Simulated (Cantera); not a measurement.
A closed system holds: 1 mol SiHCl3, 0.21 mol Cl2, 110 mol N2, equilibrated at 1123 K and 1 atm.

Equilibrium computed with Cantera from the NASA thermochemical tables; the gas is ideal and each condensed phase is pure. Candidate condensed phases: NH4Cl, Si, Si3N4; 28 gas species. N2 is the only nitrogen source here; it is nearly inert below about 1500 K, so the nitride shown seldom forms there in practice. The tables' values for SiCl3 are old estimates; treat these amounts as uncertain. Kinetics and transport are ignored.

What is the equilibrium state?


```
Item                                 Result
--------------------------------  ---------
x(N2)                                 0.986
x(HCl)                              0.00818
x(SiCl4)                            0.00562
x(H2)                              0.000397
x(SiCl3)                            1.65e-5
x(SiHCl3)                           4.68e-6
n(Si3N4(s))                       0.124 mol
gas amount                        111.3 mol
log10 activity of Si(s) (absent)      -5.77
```
